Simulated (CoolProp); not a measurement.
A simple Rankine cycle with 1,2-dichloroethane: condensing at 321.15 K, boiler at 0.175 MPa, turbine inlet 415.2 K, turbine efficiency 0.8, pump efficiency 0.6, no recuperator. Each further row changes one setting.

Model: reference Helmholtz-energy equation of state, Thol 2015, in CoolProp.

```
case                             thermal efficiency (%)  net work (kJ/kg)  heat in (kJ/kg)  turbine exit temperature (K)  volume ratio over the turbine
-------------------------------  ----------------------  ----------------  ---------------  ----------------------------  -----------------------------
as stated                                          10.7                 ?              424                         362.4                           5.44
turbine inlet 435.2 K                              10.7              47.7              444                         381.3                           5.44
condensing temperature 313.15 K                    12.2              52.9              435                         353.6                              ?
boiler pressure 0.122 MPa                           8.7              37.1                ?                             ?                              ?
turbine efficiency 0.7                                ?              39.6              424                         368.8                              ?
```

Fill in the missing entries.


- as stated, net work (kJ/kg): 45.3
- condensing temperature 313.15 K, volume ratio over the turbine: 7.40
- boiler pressure 0.122 MPa, heat in (kJ/kg): 426
- boiler pressure 0.122 MPa, turbine exit temperature (K): 372.9
- boiler pressure 0.122 MPa, volume ratio over the turbine: 3.87
- turbine efficiency 0.7, thermal efficiency (%): 9.3
- turbine efficiency 0.7, volume ratio over the turbine: 5.54
